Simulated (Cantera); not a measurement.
# Equilibrium for silicon etching in halogen gases: Si + Cl2

Feed: 1 mol Si, 3.2 mol Cl2, equilibrated at 1148 K and 10.5 Torr.

Cantera equilibrium calculation (NASA polynomials, part measured and part estimated; ideal gas, pure solids and liquids). Candidate condensed phases: Si; 9 gas species. The numbers say what is thermodynamically allowed, not how fast it happens.

* **x(Cl2)**: 0.533
* **x(SiCl4)**: 0.451
* **x(Cl)**: 0.0165
* **gas amount**: 2.218 mol
* **log10 activity of Si(s) (absent)**: -21.23
